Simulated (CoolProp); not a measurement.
A Linde-Hampson liquefier for oxygen: isothermal reversible compression at 290 K from 1 atm to 10 MPa, throttling to 1 atm, return gas leaving the recuperator 0 K below the feed. Each further row changes one setting.

Computed with CoolProp (reference Helmholtz-energy equation of state, Schmidt 1985).

```json
[
 {"case": "as stated", "liquid yield per pass": "0.063", "compression work (kJ/kg of gas)": "341"},
 {"case": "high pressure 20 MPa", "liquid yield per pass": "0.116", "compression work (kJ/kg of gas)": "390"},
 {"case": "warm-end temperature 320 K", "liquid yield per pass": "0.048", "compression work (kJ/kg of gas)": "379"},
 {"case": "warm-end gap 5 K", "liquid yield per pass": "0.052", "compression work (kJ/kg of gas)": "341"}
]
```

Above 300 K oxygen's equation is extrapolated.
